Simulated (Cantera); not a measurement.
Charge: 1 mol SiF4, 0.15 mol NH3, 22 mol N2, held at 602 °C and 13300 Pa.

Cantera equilibrium calculation (NASA polynomials, part measured and part estimated; ideal gas, pure solids and liquids). Candidate condensed phases: Si, Si3N4; 37 gas species. Equilibrium is a limit: real reactors are often held back by kinetics, nucleation or transport.

Base state: N2 0.947, SiF4 0.0429, H2 0.00964, HF 2.20e-5 (mole fractions); condensed: Si3N4(s).

**Question.** What changes in the equilibrium state with this change: NH3 from 0.15 to 5.1 mol?

**Answer.** 
```
species         before     after
-------------  -------  --------
N2               0.947     0.739
H2             0.00964     0.230
SiF4            0.0429    0.0301
NH3            1.83e-7   1.89e-5
HF             2.20e-5   9.46e-5
Si3N4(s), mol  3.51e-5  0.000220
```

**Question.** What changes in the equilibrium state with this change: NH3 from 0.15 to 16 mol?

**Answer.** 
```json
[
 {"species": "N2", "before": "0.947", "after": "0.545"},
 {"species": "H2", "before": "0.00964", "after": "0.436"},
 {"species": "SiF4", "before": "0.0429", "after": "0.0181"},
 {"species": "NH3", "before": "1.83e-7", "after": "4.23e-5"},
 {"species": "HF", "before": "2.20e-5", "after": "0.000109"},
 {"species": "SiHF3", "before": "3.88e-6", "after": "1.50e-5"},
 {"species": "Si3N4(s), mol", "before": "3.51e-5", "after": "0.000431"}
]
```
